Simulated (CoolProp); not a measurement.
The numbers come from the reference Helmholtz-energy equation of state, Polt 1992 in CoolProp. This equation is an older, rougher fit; its heat capacities, sound speeds and derivatives of the liquid may be far off and weren't checked against measurements.

Give the vapour pressure (kPa), liquid density (kg/m³), vapour density (kg/m³), enthalpy of vaporisation (kJ/kg) of saturated cyclopropane at 23.25, 39.85, 64.85 °C.


```tsv
T (°C)	p (kPa)	liquid density (kg/m³)	vapour density (kg/m³)	enthalpy of vaporisation (kJ/kg)
23.25	691	622	13.5	405
39.85	1060	595	20.6	379
64.85	1860	550	37.0	333
```
